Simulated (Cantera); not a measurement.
Charge: 1 mol PbO, 66 mol H₂, held at 5200 Pa.

Method: chemical equilibrium by Gibbs-energy minimisation in Cantera with the NASA 1993 tables (ideal gas, pure condensed phases). Candidate condensed phases: H₂O, Pb, PbO, PbO₂, Pb₃O₄; 12 gas species. The numbers say what is thermodynamically allowed, not how fast it happens.

Which condensed phases are stable at each of these points (T (K)): 1148, 1198, 1248, 1298, 1348, 1398, 1448, 1498, 1548, 1598, 1648?


```json
[
 {"T (K)": "1148", "condensed phases": "Pb(l)", "Pb condensed (%)": "64.2"},
 {"T (K)": "1198", "condensed phases": "Pb(l)", "Pb condensed (%)": "19.9"},
 {"T (K)": "1248", "condensed phases": "gas only", "Pb condensed (%)": "0.0"},
 {"T (K)": "1298", "condensed phases": "gas only", "Pb condensed (%)": "0.0"},
 {"T (K)": "1348", "condensed phases": "gas only", "Pb condensed (%)": "0.0"},
 {"T (K)": "1398", "condensed phases": "gas only", "Pb condensed (%)": "0.0"},
 {"T (K)": "1448", "condensed phases": "gas only", "Pb condensed (%)": "0.0"},
 {"T (K)": "1498", "condensed phases": "gas only", "Pb condensed (%)": "0.0"},
 {"T (K)": "1548", "condensed phases": "gas only", "Pb condensed (%)": "0.0"},
 {"T (K)": "1598", "condensed phases": "gas only", "Pb condensed (%)": "0.0"},
 {"T (K)": "1648", "condensed phases": "gas only", "Pb condensed (%)": "0.0"}
]
```

From 1148 K to 1198 K the condensed part is Pb(l). From 1248 K to 1648 K nothing is condensed.
